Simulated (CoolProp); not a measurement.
Saturated liquid density (kg/m³) of chlorine: the reference equation beside estimates from Tc = 143.7 °C, pc = 7642 kPa, ω = 0.070.

Values from CoolProp's reference Helmholtz-energy equation of state, Thol 2021.

```tsv
T (°C)	reference	Soave-Redlich-Kwong	Peng-Robinson
2.35	1461	1347	1523
11.75	1433	1319	1493
21.05	1405	1290	1460
30.45	1376	1259	1426
39.85	1345	1226	1389
49.25	1314	1191	1350
58.65	1281	1154	1308
68.05	1246	1114	1264
77.45	1210	1072	1215
86.85	1170	1026	1162
96.25	1128	975.8	1104
```

Absolute difference from the reference over all 11 rows, mean and median: Soave-Redlich-Kwong 9.9 and 9.4 %, Peng-Robinson 2.6 and 2.7 %.
